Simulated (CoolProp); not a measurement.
R1234yf along the isobar 0.797 MPa: Z from the reference equation and from simpler models built on Tc = 94.7 °C, pc = 3.384 MPa, ω = 0.276; each cubic takes its own stable root.

The numbers come from the reference Helmholtz-energy equation of state, Lemmon 2022 in CoolProp.

```json
[
 {"T (°C)": "-126.65", "phase": "liquid", "reference": "0.04928"},
 {"T (°C)": "-102.65", "phase": "liquid", "reference": "0.04409"},
 {"T (°C)": "-78.75", "phase": "liquid", "reference": "0.04033"},
 {"T (°C)": "-54.75", "phase": "liquid", "reference": "0.03755"},
 {"T (°C)": "-30.85", "phase": "liquid", "reference": "0.03555"},
 {"T (°C)": "-6.85", "phase": "liquid", "reference": "0.03422"},
 {"T (°C)": "17.05", "phase": "liquid", "reference": "0.03359"},
 {"T (°C)": "41.05", "phase": "gas", "reference": "0.8355"},
 {"T (°C)": "64.95", "phase": "gas", "reference": "0.8782"},
 {"T (°C)": "88.95", "phase": "gas", "reference": "0.9066"},
 {"T (°C)": "112.85", "phase": "gas", "reference": "0.9268"},
 {"T (°C)": "136.85", "phase": "gas", "reference": "0.9418"}
]
```

How far does each simpler model (Redlich-Kwong, Soave-Redlich-Kwong, Peng-Robinson) lie from the reference over these 12 states: mean and median of the absolute difference, and the worst?


- Redlich-Kwong: mean 10.1 %, median 15.5 %, worst +19.9 % at 17.05 °C and 0.797 MPa
- Soave-Redlich-Kwong: mean 7.8 %, median 11.9 %, worst +14.9 % at -126.65 °C and 0.797 MPa
- Peng-Robinson: mean 0.8 %, median 0.6 %, worst +2.5 % at -126.65 °C and 0.797 MPa
